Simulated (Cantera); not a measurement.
A closed system holds: 1 mol CaO, 2.1 mol F₂, held at 2.30e-5 bar.

Method: chemical equilibrium by Gibbs-energy minimisation in Cantera with the NASA 1993 tables (ideal gas, pure condensed phases). Candidate condensed phases: Ca, CaF₂, CaO; 13 gas species. Rates play no part.

Question: At 1300 K, list the 4 most abundant gas species with their mole fractions, and the condensed phases.

Answer: F 0.814, O₂ 0.185, CaF₂ 0.000627, F₂ 1.60e-5. Condensed: CaF₂(s).
